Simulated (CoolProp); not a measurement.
A single-stage vapour-compression cycle with fluoroethane (R161): evaporating at 235.15 K (dew point), condensing at 278.15 K (bubble point), superheat 0 K, subcooling 8 K, compressor efficiency 0.6, no pressure losses. Each further row changes one setting.

Values from CoolProp's reference Helmholtz-energy equation of state, Wu 2012.

```tsv
case	cooling COP	pressure ratio	discharge temperature (K)	refrigerating effect (kJ/kg)	volumetric capacity (kJ/m³)
as stated	[?]	5.17	340.3	354	894
evaporating temperature 240.15 K	[?]	4.13	[?]	[?]	[?]
condensing temperature 273.15 K	3.38	[?]	[?]	365	920
subcooling 13 K	[?]	5.17	340.3	365	920
superheat 10 K	2.89	5.17	351.6	365	880
compressor efficiency 0.5	2.44	5.17	356.8	354	894
```

Task: Fill in the missing entries.

Result: 
- as stated, cooling COP: 2.92
- evaporating temperature 240.15 K, cooling COP: 3.44
- evaporating temperature 240.15 K, discharge temperature (K): 331.6
- evaporating temperature 240.15 K, refrigerating effect (kJ/kg): 359
- evaporating temperature 240.15 K, volumetric capacity (kJ/m³): 1120
- condensing temperature 273.15 K, pressure ratio: 4.40
- condensing temperature 273.15 K, discharge temperature (K): 330.0
- subcooling 13 K, cooling COP: 3.01
